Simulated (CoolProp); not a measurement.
Vapour-liquid equilibrium of R22 (1) + methanol (2) at 267.6 K; x and y are mole fractions of (1).

The numbers come from the multi-fluid Helmholtz-energy mixture model, Kamei 1995 and de Reuck 1993; pair parameters Bell 2016 in CoolProp.

Question: Give the bubble pressure and the first vapour's composition at x = 0.35, 0.65, 0.95. Is there an azeotrope?

Answer: x = 0.35: 1.985 bar, y = 0.989; x = 0.65: 2.982 bar, y = 0.994; x = 0.95: 3.929 bar, y = 0.999. No azeotrope shows between x = 0.05 and 0.95.

Pair parameters are fitted to limited data, so mixtures are less certain than the pure fluids. With so large a gap from Raoult's law the liquid may split in two, which this calculation doesn't test in full.
